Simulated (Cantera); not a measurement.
A jet of 5.80 % CH₄, 6.03 % O₂, 88.2 % N₂, equivalence ratio 1.9 at 300 K and 0.0493 atm hits a platinum plate 5 cm away at a mass flux of 0.086 kg/m²/s; the plate temperature is set and raised in steps from an oxygen-covered start.

Detailed kinetics in Cantera: Deutschmann's 1995 Pt surface mechanism with GRI-Mech 3.0 gas chemistry. Catalytic surfaces can have several steady states; this one follows from the mechanism file's or the stated starting coverage.

x: mole fraction at the wall; θ: surface coverage.

```json
[
 {"plate T (K)": "850", "wall x CH₄": "0.0250", "wall x O₂": "0.00857", "wall x H₂O": "0.0595", "wall x OH": "<1e-8", "wall x CO": "0.0346", "wall x CO₂": "?", "θ free Pt": "0.416", "θ H*": "0.000602", "θ CO*": "0.280", "θ C*": "0.304"},
 {"plate T (K)": "900", "wall x CH₄": "0.0222", "wall x O₂": "0.00759", "wall x H₂O": "0.0584", "wall x OH": "<1e-8", "wall x CO": "0.0375", "wall x CO₂": "?", "θ free Pt": "0.461", "θ H*": "0.00115", "θ CO*": "0.135", "θ C*": "0.404"},
 {"plate T (K)": "950", "wall x CH₄": "0.0167", "wall x O₂": "0.00559", "wall x H₂O": "0.0565", "wall x OH": "<1e-8", "wall x CO": "0.0432", "wall x CO₂": "?", "θ free Pt": "0.563", "θ H*": "0.00161", "θ CO*": "0.0933", "θ C*": "0.342"},
 {"plate T (K)": "1000", "wall x CH₄": "0.0105", "wall x O₂": "0.00354", "wall x H₂O": "0.0541", "wall x OH": "<1e-8", "wall x CO": "0.0494", "wall x CO₂": "?", "θ free Pt": "0.741", "θ H*": "0.00192", "θ CO*": "0.0813", "θ C*": "0.176"},
 {"plate T (K)": "1050", "wall x CH₄": "0.00771", "wall x O₂": "0.00268", "wall x H₂O": "0.0526", "wall x OH": "<1e-8", "wall x CO": "0.0521", "wall x CO₂": "?", "θ free Pt": "0.881", "θ H*": "0.00187", "θ CO*": "0.0576", "θ C*": "0.0594"}
]
```

Question: Complete the blanks.

Answer: 
- 850, wall x CO₂: 9.36e-5
- 900, wall x CO₂: 5.12e-5
- 950, wall x CO₂: 6.47e-5
- 1000, wall x CO₂: 0.000164
- 1050, wall x CO₂: 0.000463
